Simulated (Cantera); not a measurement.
## Pyrogenic steam for wet oxidation

An isothermal, constant-pressure homogeneous reactor starts with 4.69 % H2, 7.33 % O2, 88.0 % N2, at 1350 K and 0.132 atm.

Model: GRI-Mech 3.0 (53 species, 325 reactions), integrated in Cantera. The temperature is held fixed by assumption; the heat of reaction is taken as removed at once.

```csv
t (s),x H2,x O2,x HO2,x H2O2,x N2O,x H2O,x NO2
5.00e-5,0.0469,0.0733,1.97e-8,5.57e-11,<1e-12,2.23e-8,<1e-12
0.000205,0.0469,0.0733,1.42e-7,9.29e-10,1.05e-12,8.18e-6,<1e-12
0.000841,0.00375,0.0500,2.53e-6,2.09e-7,2.15e-8,0.0337,5.57e-11
0.00345,0.00221,0.0501,2.52e-6,2.31e-7,3.08e-8,0.0413,3.60e-10
0.0141,0.000341,0.0507,1.66e-6,1.31e-7,6.21e-8,0.0471,1.79e-9
0.0580,1.95e-5,0.0510,2.66e-7,2.33e-8,1.02e-7,0.0479,9.32e-9
0.238,1.96e-6,0.0510,3.45e-8,3.82e-9,1.10e-7,0.0480,1.13e-8
0.975,3.50e-7,0.0510,1.01e-8,8.27e-10,7.93e-8,0.0480,9.87e-9
4.00,1.30e-7,0.0510,8.53e-9,3.38e-10,1.88e-8,0.0480,1.33e-8
```
x: mole fraction; the columns are a selection and need not sum to one.

Equilibrium at this temperature and pressure: H2 1.20e-7, O2 0.0509, HO2 8.55e-9, H2O2 3.14e-10, N2O 7.25e-9, H2O 0.0480, NO2 4.58e-7 (gas phase only).
